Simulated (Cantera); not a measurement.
A perfectly stirred reactor is fed with H₂ : O₂ : N₂ = 1 : 0.568 : 2.14 (molar parts), at 7500 Torr; it is adiabatic with a 575 K inlet, and is followed from long to short residence time, starting on the burning branch (τ in s: 0.096, 0.042, 0.018, 0.008, 0.0035, 0.0015, 0.00067, 0.00029, 0.00013, 5.6e-05, 2.5e-05, 1.1e-05, 4.7e-06).

Cantera simulation using GRI-Mech 3.0 (53 species, 325 reactions); the numbers are that mechanism's predictions, not measurements. The hydrogen kinetics of GRI-Mech 3.0 are dated; newer H2 mechanisms differ, most at raised pressure.

Problem. What does this change do: O2 0.568 to 0.82 parts?

Solution. 
```
quantity                                                                          before                                   after
------------------------------------------------  --------------------------------------  --------------------------------------
blow-out, bracketed by the residence times tried  burning at 4.70 µs, the shortest tried  burning at 4.70 µs, the shortest tried
x(H₂) at τ = 96.0 ms                                                             0.00400                                0.000968
x(O₂) at τ = 96.0 ms                                                              0.0181                                  0.0859
x(OH) at τ = 96.0 ms                                                             0.00739                                 0.00727
x(H₂O) at τ = 96.0 ms                                                              0.302                                   0.284
x(NO) at τ = 96.0 ms                                                             0.00585                                 0.00926
x(H₂) at τ = 0.670 ms                                                            0.00526                                 0.00138
x(O₂) at τ = 0.670 ms                                                             0.0208                                  0.0900
x(OH) at τ = 0.670 ms                                                            0.00853                                 0.00836
x(H₂O) at τ = 0.670 ms                                                             0.300                                   0.282
x(NO) at τ = 0.670 ms                                                            0.00101                                0.000621
```

Problem. What does this change do: inlet temperature 575 to 375 K?

Solution. 
```
quantity                                                                          before                                   after
------------------------------------------------  --------------------------------------  --------------------------------------
blow-out, bracketed by the residence times tried  burning at 4.70 µs, the shortest tried  burning at 4.70 µs, the shortest tried
x(H₂) at τ = 96.0 ms                                                             0.00400                                 0.00202
x(O₂) at τ = 96.0 ms                                                              0.0181                                  0.0187
x(OH) at τ = 96.0 ms                                                             0.00739                                 0.00482
x(H₂O) at τ = 96.0 ms                                                              0.302                                   0.306
x(NO) at τ = 96.0 ms                                                             0.00585                                 0.00424
x(H₂) at τ = 0.670 ms                                                            0.00526                                 0.00376
x(O₂) at τ = 0.670 ms                                                             0.0208                                  0.0211
x(OH) at τ = 0.670 ms                                                            0.00853                                 0.00618
x(H₂O) at τ = 0.670 ms                                                             0.300                                   0.303
x(NO) at τ = 0.670 ms                                                            0.00101                                0.000313
```
